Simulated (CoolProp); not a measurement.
Vapour-liquid equilibrium of methanol (1) + benzene (2) at 0.383 MPa; x and y are mole fractions of (1).

The numbers come from the multi-fluid Helmholtz-energy mixture model, de Reuck 1993 and Thol 2012; pair parameters Bell 2016 in CoolProp.

Task: Give the bubble temperature and the first vapour's composition at x = 0.2, 0.35, 0.65. Is there an azeotrope?

Result: x = 0.2: 377.6 K, y = 0.506; x = 0.35: 374.2 K, y = 0.576; x = 0.65: 372.4 K, y = 0.669. y crosses x between x = 0.65 and 0.8: the model has an azeotrope there.

Pair parameters are fitted to limited data, so mixtures are less certain than the pure fluids.
